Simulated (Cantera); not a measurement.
# Thermodynamics of iron carbonyl, mercury and lead vapours, feed Pb + O2 + N2

Charge: 1 mol Pb, 0.81 mol O2, 27 mol N2, at 4.00 bar.

Cantera equilibrium calculation (NASA polynomials, part measured and part estimated; ideal gas, pure solids and liquids). Candidate condensed phases: Pb, PbO, PbO2, Pb3O4; 12 gas species. Gases not in the tables: (PbO)n polymers. The numbers say what is thermodynamically allowed, not how fast it happens.

From 625 K to 725 K the condensed part is PbO(red). From 775 K to 1125 K the condensed part is PbO(yellow). From 1175 K to 1275 K the condensed part is PbO(l).

```csv
T (K),x N2,x O2,x NO,x PbO,x NO2,x Pb,x N2O,n PbO(red),n PbO(yellow),n PbO(l)
625,0.989,0.0114,1.11e-8,<1e-12,1.86e-8,<1e-12,4.03e-12,1.00,0,0
675,0.989,0.0114,4.10e-8,<1e-12,2.98e-8,<1e-12,1.29e-11,1.00,0,0
725,0.989,0.0114,1.26e-7,<1e-12,4.48e-8,<1e-12,3.52e-11,1.00,0,0
775,0.989,0.0114,3.35e-7,4.49e-12,6.39e-8,<1e-12,8.45e-11,0,1.00,0
825,0.989,0.0114,7.91e-7,6.27e-11,8.73e-8,<1e-12,1.83e-10,0,1.00,0
875,0.989,0.0114,1.69e-6,6.44e-10,1.15e-7,<1e-12,3.63e-10,0,1.00,0
925,0.989,0.0113,3.34e-6,5.10e-9,1.48e-7,<1e-12,6.70e-10,0,1.00,0
975,0.989,0.0113,6.14e-6,3.24e-8,1.84e-7,3.26e-12,1.16e-9,0,1.000,0
1025,0.989,0.0113,1.06e-5,1.71e-7,2.26e-7,3.67e-11,1.92e-9,0,1.000,0
1075,0.989,0.0113,1.75e-5,7.70e-7,2.71e-7,3.28e-10,3.02e-9,0,1.000,0
1125,0.989,0.0113,2.76e-5,3.01e-6,3.20e-7,2.40e-9,4.57e-9,0,1.000,0
1175,0.989,0.0113,4.19e-5,1.01e-5,3.73e-7,1.42e-8,6.68e-9,0,0,1.000
1225,0.989,0.0113,6.13e-5,2.82e-5,4.29e-7,6.76e-8,9.49e-9,0,0,0.999
1275,0.989,0.0113,8.71e-5,7.25e-5,4.89e-7,2.82e-7,1.31e-8,0,0,0.998
```
x: gas mole fraction; n: condensed amount in mol.
